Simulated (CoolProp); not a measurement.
The fluid at 371.86 K and 11.5 MPa is throttled through a valve to 1.37 MPa with no heat exchange. The same conditions are run with several fluids, on thermodynamics alone (safety and materials aside).

The numbers come from the reference Helmholtz-energy equation of state of each fluid (R410A: Lemmon 2003; ethane: Bücker 2006; CH3F (R41): Lemmon 2006; nitrogen: Span 2000; CH2F2 (R32): Tillner-Roth 1997) in CoolProp. Blends and air are pseudo-pure fits.

Problem. Rank R410A, ethane, CH3F (R41), nitrogen, CH2F2 (R32) by temperature change (K), highest first.

Solution. nitrogen (-10.0), R410A (-80.6), CH2F2 (R32) (-81.3), ethane (-87.5), CH3F (R41) (-112.7)

```csv
fluid,final phase,final density (kg/m³)
R410A,"two-phase, vapour fraction 0.707",74.4
ethane,gas,20.1
CH3F (R41),"two-phase, vapour fraction 0.981",28.1
nitrogen,gas,12.7
CH2F2 (R32),"two-phase, vapour fraction 0.590",62.4
```
